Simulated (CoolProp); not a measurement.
A single-stage vapour-compression cycle with the fluid: evaporating at 266.15 K (dew point), condensing at 324.15 K (bubble point), superheat 2 K, subcooling 0 K, compressor efficiency 0.85, no pressure losses. The same conditions are run with several fluids, on thermodynamics alone (safety and materials aside).

Values from CoolProp's reference Helmholtz-energy equation of state of each fluid (R236EA: Rui 2013; R1132(E): Akasaka 2024; R143a: Lemmon and Jacobsen 2000; ammonia: Gao 2020; R123: Younglove 1994; R1336mzz(Z): McLinden 2020).

| fluid | cooling COP | pressure ratio | discharge temperature (K) | refrigerating effect (kJ/kg) | volumetric capacity (kJ/m³) |
|---|---|---|---|---|---|
| R236EA | 2.77 | 8.17 | 324.1 | 100 | ? |
| R1132(E) | 2.54 | 4.72 | ? | ? | 3210 |
| R143a | 2.36 | ? | ? | 100 | 2160 |
| ammonia | 3.04 | ? | 427.1 | 1010 | 2690 |
| R123 | ? | 9.33 | 333.7 | 126 | 207 |
| R1336mzz(Z) | 2.91 | 10.6 | 324.1 | ? | 148 |

### Question
What belongs in the gaps?

### Answer

- R236EA, volumetric capacity (kJ/m³): 404
- R1132(E), discharge temperature (K): 354.7
- R1132(E), refrigerating effect (kJ/kg): 151
- R143a, pressure ratio: 4.76
- R143a, discharge temperature (K): 339.4
- ammonia, pressure ratio: 6.36
- R123, cooling COP: 3.10
- R1336mzz(Z), refrigerating effect (kJ/kg): 113

The compression ends wet for: R236EA; R1336mzz(Z).
